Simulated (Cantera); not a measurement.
**Gas-phase reforming**

An isothermal, constant-pressure homogeneous reactor starts with 34.9 % CH4, 62.9 % CO2, 2.17 % H2, at 1350 K and 2.10 bar.

Computed with Cantera and GRI-Mech 3.0 (53 species, 325 reactions).

```json
[
 {"t (s)": "0.000500", "x CH4": "0.349", "x CO2": "0.629", "x H2": "0.0217", "x CH2CO": "<1e-12", "x OH": "1.38e-10", "x HO2": "<1e-12", "x H2O": "9.01e-7"},
 {"t (s)": "0.00106", "x CH4": "0.349", "x CO2": "0.629", "x H2": "0.0217", "x CH2CO": "<1e-12", "x OH": "1.74e-10", "x HO2": "<1e-12", "x H2O": "2.91e-6"},
 {"t (s)": "0.00226", "x CH4": "0.349", "x CO2": "0.629", "x H2": "0.0217", "x CH2CO": "1.30e-12", "x OH": "1.84e-10", "x HO2": "<1e-12", "x H2O": "7.68e-6"},
 {"t (s)": "0.00480", "x CH4": "0.349", "x CO2": "0.629", "x H2": "0.0217", "x CH2CO": "7.35e-12", "x OH": "1.97e-10", "x HO2": "<1e-12", "x H2O": "1.84e-5"},
 {"t (s)": "0.0102", "x CH4": "0.349", "x CO2": "0.629", "x H2": "0.0217", "x CH2CO": "3.95e-11", "x OH": "2.20e-10", "x HO2": "<1e-12", "x H2O": "4.33e-5"},
 {"t (s)": "0.0217", "x CH4": "0.349", "x CO2": "0.629", "x H2": "0.0218", "x CH2CO": "2.14e-10", "x OH": "2.60e-10", "x HO2": "<1e-12", "x H2O": "0.000104"},
 {"t (s)": "0.0461", "x CH4": "0.348", "x CO2": "0.629", "x H2": "0.0221", "x CH2CO": "1.15e-9", "x OH": "3.17e-10", "x HO2": "<1e-12", "x H2O": "0.000258"},
 {"t (s)": "0.0980", "x CH4": "0.347", "x CO2": "0.628", "x H2": "0.0228", "x CH2CO": "5.49e-9", "x OH": "3.84e-10", "x HO2": "<1e-12", "x H2O": "0.000643"},
 {"t (s)": "0.208", "x CH4": "0.344", "x CO2": "0.626", "x H2": "0.0248", "x CH2CO": "2.16e-8", "x OH": "4.68e-10", "x HO2": "<1e-12", "x H2O": "0.00156"},
 {"t (s)": "0.443", "x CH4": "0.337", "x CO2": "0.621", "x H2": "0.0294", "x CH2CO": "8.00e-8", "x OH": "6.33e-10", "x HO2": "<1e-12", "x H2O": "0.00377"},
 {"t (s)": "0.941", "x CH4": "0.323", "x CO2": "0.609", "x H2": "0.0384", "x CH2CO": "2.97e-7", "x OH": "1.00e-9", "x HO2": "<1e-12", "x H2O": "0.00942"},
 {"t (s)": "2.00", "x CH4": "0.297", "x CO2": "0.582", "x H2": "0.0515", "x CH2CO": "1.04e-6", "x OH": "1.83e-9", "x HO2": "<1e-12", "x H2O": "0.0244"}
]
```
x: mole fraction; the columns are a selection and need not sum to one.

Equilibrium at this temperature and pressure: CH4 2.81e-5, CO2 0.0718, H2 0.331, CH2CO 2.11e-10, OH 4.33e-9, HO2 <1e-12, H2O 0.0928 (gas phase only).
